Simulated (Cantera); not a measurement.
A Cantera script and its output.

```python
import numpy as np
import cantera as ct

gas = ct.Solution("gri30.yaml")
gas.TPX = 1048, 1400000, {'CH4': 1, 'CO': 0.5, 'O2': 4.5, 'N2': 40.9, 'H2O': 3.4}
reactor = ct.IdealGasConstPressureReactor(gas, energy="on", clone=False)
net = ct.ReactorNet([reactor])
net.rtol, net.atol = 1e-08, 1e-16
show = ['CH4', 'CO', 'O2', 'H2', 'H', 'CH2O']
times = np.geomspace(4e-06, 0.4, 10)

steps = ct.SolutionArray(gas, extra=["t"])
rows = []
print(f"{'t/s':>10s}{'T/K':>9s}{'P/Pa':>11s}" + "".join(f"{s:>11s}" for s in show))
for t in times:
    while net.time < t:
        t_next = net.step()
        steps.append(gas.state, t=t_next)
    rows.append([np.interp(t, steps.t, y) for y in (steps.T, steps.P, *steps(*show).X.T)])
    print(f"{t:10.3e}{rows[-1][0]:9.1f}{rows[-1][1]:11.4g}" + "".join(f"{x:11.3e}" for x in rows[-1][2:]))
rate = np.gradient(steps.T, steps.t)
print("integrator steps:", len(steps.t))
if steps.T.max() > steps.T[0] + 200:
    print(f"time of steepest temperature rise: {steps.t[rate.argmax()]:.4e} s")
gas.TPX = 1048, 1400000, {'CH4': 1, 'CO': 0.5, 'O2': 4.5, 'N2': 40.9, 'H2O': 3.4}
gas.equilibrate("HP")
print(f"equilibrium (HP): T = {gas.T:.1f} K  " + "  ".join(f"{s} {gas[s].X[0]:.3e}" for s in show))
```

It prints:

```
       t/s      T/K       P/Pa        CH4         CO         O2         H2          H       CH2O
 4.000e-06   1048.0    1.4e+06  1.988e-02  9.940e-03  8.946e-02  4.526e-13  1.523e-13  1.654e-12
 1.438e-05   1048.0    1.4e+06  1.988e-02  9.940e-03  8.946e-02  2.163e-12  1.921e-13  2.471e-11
 5.166e-05   1048.0    1.4e+06  1.988e-02  9.940e-03  8.946e-02  1.165e-11  3.392e-13  3.384e-10
 1.857e-04   1048.0    1.4e+06  1.988e-02  9.940e-03  8.946e-02  9.225e-11  9.264e-13  4.667e-09
 6.672e-04   1048.0    1.4e+06  1.988e-02  9.940e-03  8.946e-02  1.118e-09  3.640e-12  6.897e-08
 2.398e-03   1048.0    1.4e+06  1.988e-02  9.940e-03  8.946e-02  1.625e-08  1.360e-11  9.391e-07
 8.618e-03   1048.1    1.4e+06  1.987e-02  9.937e-03  8.945e-02  1.326e-07  2.365e-11  6.476e-06
 3.097e-02   1048.7    1.4e+06  1.981e-02  9.922e-03  8.940e-02  1.174e-06  8.353e-11  3.831e-05
 1.113e-01   1570.1    1.4e+06  3.219e-17  5.074e-07  4.494e-02  6.344e-07  8.441e-09  2.124e-17
 4.000e-01   1570.1    1.4e+06  3.683e-19  5.074e-07  4.494e-02  6.344e-07  8.441e-09  2.206e-18
integrator steps: 1916
time of steepest temperature rise: 7.5515e-02 s
equilibrium (HP): T = 1568.1 K  CH4 4.275e-28  CO 4.963e-07  O2 4.454e-02  H2 6.222e-07  H 8.183e-09  CH2O 1.870e-18
```

Detailed kinetics in Cantera: GRI-Mech 3.0 (53 species, 325 reactions). The pressure lies above the range GRI-Mech 3.0 was tuned for (to about 10 atm).
